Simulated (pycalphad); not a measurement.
An equivalent pycalphad script:

```python
from pycalphad import Database, equilibrium, calculate, variables as v
import numpy as np
db = Database('COST507.tdb')
comps = ['AL', 'SI', 'C', 'VA']
phases = ['AL4C3', 'AL4SIC4', 'AL8SIC7', 'CSI', 'DIAMOND_A4', 'FCC_A1', 'GRAPHITE', 'LIQUID']
eq = equilibrium(db, comps, phases, {v.X('SI'): 0.0041, v.X('C'): 0.0201, v.T: np.arange(1850, 499, -40), v.P: 101325, v.N: 1}, output=['HM', 'SM'])
```

All values are pycalphad results on the COST 507 light-alloy database (1999) (1 atm), not direct measurements. The data set is of 1999 and partly superseded. Phase fractions are per mole of atoms. Diffusion is slow at the low end, where real alloys seldom reach equilibrium.

Results at three of the temperatures:

```
T = 1690.00 K, P = 101325 Pa, N = 1 mol of atoms
G = -99405 J/mol, H = 50852 J/mol, S = 88.91 J/(mol K)  (SER reference)
chemical potentials (J/mol): Al -99802, Si -157412, C -68315
phase             fraction      x(Al)      x(Si)       x(C)
LIQUID              0.9557     0.9946     0.0043     0.0012
AL4C3               0.0443     0.5712    0.00019     0.4286
```

```
T = 1410.00 K, P = 101325 Pa, N = 1 mol of atoms
G = -75318 J/mol, H = 41768 J/mol, S = 83.04 J/(mol K)  (SER reference)
chemical potentials (J/mol): Al -75277, Si -119778, C -68270
phase             fraction      x(Al)      x(Si)       x(C)
LIQUID              0.9532     0.9957     0.0043   3.37e-05
AL4C3               0.0468     0.5713   0.000161     0.4286
```

```
T = 1010.00 K, P = 101325 Pa, N = 1 mol of atoms
G = -44087 J/mol, H = 29182 J/mol, S = 72.54 J/(mol K)  (SER reference)
chemical potentials (J/mol): Al -43449, Si -68737, C -70029
phase             fraction      x(Al)      x(Si)       x(C)
LIQUID              0.9531     0.9957     0.0043   7.57e-09
AL4C3               0.0469     0.5713   0.000111     0.4286
```

Changes of the phase set, refined by bisection:

```csv
T (K),phases above,phases below
930.8,AL4C3 + LIQUID,AL4C3 + FCC_A1 + LIQUID
927.8,AL4C3 + FCC_A1 + LIQUID,AL8SIC7 + FCC_A1 + LIQUID
925.8,AL8SIC7 + FCC_A1 + LIQUID,AL8SIC7 + FCC_A1
623.7,AL8SIC7 + FCC_A1,AL8SIC7 + DIAMOND_A4 + FCC_A1
```

Database names, with the compositions (at.%) that they take in these runs: AL4C3: Al 57 C 43; AL8SIC7: Al 50 C 44 Si 6. FCC_A1 is fcc; DIAMOND_A4 is diamond (Si).
